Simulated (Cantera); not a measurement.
A perfectly stirred reactor is fed with CH3OH : O2 : N2 = 1 : 0.882 : 4.15 (molar parts), at 760 Torr; it is adiabatic with a 450 K inlet, and is followed from long to short residence time, starting on the burning branch (τ in s: 0.15, 0.056, 0.02, 0.0074, 0.0027, 0.00098, 0.00036, 0.00013, 4.7e-05).

Computed with Cantera and GRI-Mech 3.0 (53 species, 325 reactions). GRI-Mech 3.0 was tuned for natural gas; its chemistry of methanol as a main component is partial and can be far from experiment.

What does this change do: pressure from 760 Torr to 7500 Torr?


```
quantity                                                                        before                                after
------------------------------------------------  ------------------------------------  -----------------------------------
blow-out, bracketed by the residence times tried  burning at 0.360 ms, out at 0.130 ms  burning at 0.130 ms, out at 47.0 µs
x(CH3OH) at τ = 0.150 s                                                        2.11e-6                              5.14e-6
x(O2) at τ = 0.150 s                                                           5.12e-5                              9.17e-5
x(OH) at τ = 0.150 s                                                          0.000254                              1.05e-5
x(CH2) at τ = 0.150 s                                                          4.94e-8                              8.17e-9
x(O) at τ = 0.150 s                                                            4.24e-6                              2.79e-8
x(CH3OH) at τ = 2.70 ms                                                        3.88e-5                              3.28e-5
x(O2) at τ = 2.70 ms                                                          0.000899                             0.000558
x(OH) at τ = 2.70 ms                                                          0.000760                              9.66e-5
x(CH2) at τ = 2.70 ms                                                          2.18e-6                              1.49e-7
x(O) at τ = 2.70 ms                                                            5.44e-5                              1.79e-6
```
